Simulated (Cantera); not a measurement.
Charge: 1 mol SiHCl₃, 0.039 mol C₂H₄, 36 mol H₂, 0.02 mol CH₄, held at 0.133 bar.

Equilibrium computed with Cantera from the NASA thermochemical tables; the gas is ideal and each condensed phase is pure. Candidate condensed phases: C, C₆H₆, C₇H₈, C₈H₁₈, Si, SiC; 109 gas species. The tables' values for SiCl are old estimates; treat these amounts as uncertain. Gases not in the tables: Si₂H₆ and higher silanes. Kinetics and transport are ignored.

At 2125 °C, list the 5 most abundant gas species with their mole fractions, and the condensed phases.

H₂ 0.873, HCl 0.0611, H 0.0403, Si 0.0126, SiCl₂ 0.00541. Condensed: SiC(s).
